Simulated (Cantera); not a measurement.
A perfectly stirred reactor is fed with C₃H₈ : H₂ = 1 : 8.6 (molar parts), at 4000 Pa; it is held at 1000 K, and followed from long to short residence time.

Computed with Cantera and GRI-Mech 3.0 (53 species, 325 reactions). GRI-Mech 3.0 was tuned for natural gas; its chemistry of propane as a main component is partial and can be far from experiment. GRI-Mech 3.0 stops at C3 and has no aromatics, soot or wall deposition, so with more carbon than oxygen in the feed, carbon stays in small species such as C2H2 where larger ones or solid carbon would form. Radical loss at walls, strong at low pressure, is not modelled.

Problem. Predict: x(C₃H₈) at τ = 0.960 s; x(H₂) at τ = 0.960 s; x(H) at τ = 0.960 s; x(C₂H₄) at τ = 0.960 s; x(C₃H₈) at τ = 63.0 ms; x(H₂) at τ = 63.0 ms; x(H) at τ = 63.0 ms; x(C₂H₄) at τ = 63.0 ms.

Solution. 
- x(C₃H₈) at τ = 0.960 s: 0.0575
- x(H₂) at τ = 0.960 s: 0.858
- x(H) at τ = 0.960 s: 8.63e-7
- x(C₂H₄) at τ = 0.960 s: 0.0414
- x(C₃H₈) at τ = 63.0 ms: 0.0999
- x(H₂) at τ = 63.0 ms: 0.892
- x(H) at τ = 63.0 ms: 6.83e-7
- x(C₂H₄) at τ = 63.0 ms: 0.00384
